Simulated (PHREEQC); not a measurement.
Solution (41 °C): 0.18 mol ZnCl2 and 0.0058 mol BaCl2 per kg of water. Closed to the air; pH follows from the charge balance.

Model: ion-association model, phreeqc.dat, run in PHREEQC.

No solid was allowed to form.

Question: Order these Zn species by the share of Zn that they hold, largest first: ZnCl2, Zn+2, ZnCl+, ZnCl4-2, ZnCl3-.

Answer: Zn+2 (71 %), ZnCl+ (24 %), ZnCl2 (3.2 %), ZnCl3- (1.3 %), ZnCl4-2 (0.45 %)

Question: Order these Cl species by the share of Cl that they hold, largest first: ZnCl3-, ZnCl2, Cl-, ZnCl+, ZnCl4-2.

Answer: Cl- (82 %), ZnCl+ (12 %), ZnCl2 (3.1 %), ZnCl3- (1.9 %), ZnCl4-2 (0.87 %)

The pH is 4.83 and the ionic strength 0.443 mol/kgw. Complexes and solids missing from the database can't appear. At this temperature some constants are extrapolated from 25 °C, and those without enthalpy data are left unchanged.
